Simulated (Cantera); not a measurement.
Mixture: CH4 : O2 : N2 : H2O = 1 : 3.28 : 20.7 : 4 (molar parts), equivalence ratio 0.61, at 1.01 bar, adiabatic and at constant pressure. Ignition delay is the time to a rise of 400 K.

Model: GRI-Mech 3.0 (53 species, 325 reactions), integrated in Cantera.

Task: What does this change do: O2 3.28 to 2.1 parts?

Result: 
```tsv
quantity	before	after
delay at 1000 K	1.45 s	2.82 s
delay at 1100 K	0.304 s	0.625 s
delay at 1200 K	74.4 ms	0.159 s
delay at 1300 K	20.1 ms	43.2 ms
delay at 1400 K	5.89 ms	12.0 ms
delay at 1500 K	1.90 ms	3.53 ms
delay at 1600 K	0.726 ms	1.22 ms
apparent activation energy between 1400 and 1600 K	190 kJ/mol	210 kJ/mol
```

Task: What does this change do: constant volume in place of constant pressure?

Result: 
| quantity | before | after |
|---|---|---|
| delay at 1000 K | 1.45 s | 1.43 s |
| delay at 1100 K | 0.304 s | 0.298 s |
| delay at 1200 K | 74.4 ms | 72.5 ms |
| delay at 1300 K | 20.1 ms | 19.5 ms |
| delay at 1400 K | 5.89 ms | 5.67 ms |
| delay at 1500 K | 1.90 ms | 1.82 ms |
| delay at 1600 K | 0.726 ms | 0.671 ms |
| apparent activation energy between 1400 and 1600 K | 190 kJ/mol | 200 kJ/mol |
